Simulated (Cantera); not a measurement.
Feed: 1 mol SiH2Cl2, 3.5 mol NH3, held at 1.33 mbar.

Equilibrium computed with Cantera from the NASA thermochemical tables; the gas is ideal and each condensed phase is pure. Candidate condensed phases: NH4Cl, Si, Si3N4; 28 gas species. Gases not in the tables: Si2H6 and higher silanes. Equilibrium is a limit: real reactors are often held back by kinetics, nucleation or transport.

Task: What share of the Si ends up in condensed phases as a function of T (K), at 1400, 1475, 1550, 1625, 1700, 1775, 1850, 1925?

Result: 
```json
[
 {"T (K)": "1400", "Si condensed (%)": "84.2", "as": "Si3N4(s)"},
 {"T (K)": "1475", "Si condensed (%)": "69.6", "as": "Si3N4(s)"},
 {"T (K)": "1550", "Si condensed (%)": "53.6", "as": "Si3N4(s)"},
 {"T (K)": "1625", "Si condensed (%)": "46.7", "as": "Si(s)"},
 {"T (K)": "1700", "Si condensed (%)": "45.8", "as": "Si(l)"},
 {"T (K)": "1775", "Si condensed (%)": "46.3", "as": "Si(l)"},
 {"T (K)": "1850", "Si condensed (%)": "44.6", "as": "Si(l)"},
 {"T (K)": "1925", "Si condensed (%)": "37.4", "as": "Si(l)"}
]
```
